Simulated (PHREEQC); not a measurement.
Solution (25 °C): 0.017 mol/kgw HF and 0.00031 mol/kgw KF. Closed to the air; pH follows from the charge balance.

Model: ion-association model, phreeqc.dat, run in PHREEQC.

This is a speciation only: nothing precipitates in the calculation.

Order these F species by the share of F that they hold, largest first: F-, HF, HF2-.

HF (79 %), F- (19 %), HF2- (2.0 %)

The pH is 2.53 and the ionic strength 0.00346 mol/kgw. Complexes and solids missing from the database can't appear.
